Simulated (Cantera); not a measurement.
A freely propagating, adiabatic, planar premixed flame of C3H8 : O2 : N2 : H2O = 1 : 6.1 : 17.1 : 0.5 (molar parts), equivalence ratio 0.82, unburnt at 675 K and 1.01 bar; mixture-averaged transport, grid criteria slope 0.08 and curve 0.16, no radiation.

Cantera simulation using GRI-Mech 3.0 (53 species, 325 reactions); the numbers are that mechanism's predictions, not measurements. GRI-Mech 3.0 was tuned for natural gas; its chemistry of propane as a main component is partial and can be far from experiment. Burning velocities carry a grid error of a few per cent, more on coarse grids.

Task: Predict: laminar burning velocity; thermal thickness; peak x(C2H6); peak x(H); peak x(CH3).

Result: 
```json
{
 "laminar_burning_velocity": "238 cm/s",
 "thermal_thickness": "0.218 mm",
 "peak x(C2H6)": "0.00144",
 "peak x(H)": "0.0111",
 "peak x(CH3)": "0.00322"
}
```
